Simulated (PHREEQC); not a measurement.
Solution (25 °C): 0.025 mol H3AsO4, 0.015 mol H3PO4 and 0.0033 mol CuSO4 per kg of water. Closed to the air; pH follows from the charge balance.

The numbers come from PHREEQC with the ion-association model, wateq4f.dat.

### Question
The ionic strength comes out as 0.0238 mol/kgw. What activity coefficients do Cu+2, H2AsO4-, H+, HSO4-, H2PO4- get?

### Answer
Cu+2 0.57, H2AsO4- 0.86, H+ 0.88, HSO4- 0.86, H2PO4- 0.87.

This is a speciation only: nothing precipitates in the calculation. H3PO4, which wateq4f.dat lacks, is added to it with the constant of phreeqc.dat. The database has no phosphate complexes of Cu. The database has no arsenate complexes of Cu.
